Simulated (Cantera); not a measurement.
An adiabatic, constant-volume homogeneous reactor starts with CH4 : O2 : N2 = 1 : 1.67 : 15.2 (molar parts), equivalence ratio 1.2, at 1250 K and 2.60 bar. Integrator tolerance rtol = 1e-08.

Detailed kinetics in Cantera: GRI-Mech 3.0 (53 species, 325 reactions).

### Question
What does this change do: 1.1 parts CO2 added?

### Answer
```
quantity                                                              before                                      after
---------------------------------  -----------------------------------------  -----------------------------------------
time of steepest temperature rise                                    25.7 ms                                    28.5 ms
temperature at 1.00 s                                                 2400 K                                     2294 K
equilibrium temperature                                               2400 K                                     2294 K
x(CH4) at 1.00 s                       <1e-12 (gas-phase equilibrium <1e-12)      <1e-12 (gas-phase equilibrium <1e-12)
x(O2) at 1.00 s                    0.000142 (gas-phase equilibrium 0.000142)  0.000197 (gas-phase equilibrium 0.000197)
x(OH) at 1.00 s                      0.00110 (gas-phase equilibrium 0.00110)  0.000834 (gas-phase equilibrium 0.000834)
x(HO2) at 1.00 s                     6.73e-8 (gas-phase equilibrium 6.73e-8)    6.26e-8 (gas-phase equilibrium 6.26e-8)
x(H) at 1.00 s                     0.000808 (gas-phase equilibrium 0.000808)  0.000341 (gas-phase equilibrium 0.000341)
```
